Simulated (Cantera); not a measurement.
Charge: 1 mol Si, a varied amount of Br2, equilibrated at 0.840 bar.

Cantera equilibrium calculation (NASA polynomials, part measured and part estimated; ideal gas, pure solids and liquids). Candidate condensed phases: Br2, Si; 9 gas species. The tables' values for SiBr3 are old estimates. Equilibrium is a limit: real reactors are often held back by kinetics, nucleation or transport.

**Question.** What condenses at these points (T in °C, n(Br2) in mol): (875, 5.7); (975, 7.3); (1175, 0.65); (675, 0.65); (575, 0.83)?

**Answer.** 
```csv
T (°C),n(Br2) in mol,condensed phases,Si condensed (%)
875,5.7,gas only,0.0
975,7.3,gas only,0.0
1175,0.65,Si,59.3
675,0.65,Si,67.5
575,0.83,Si,58.5
```
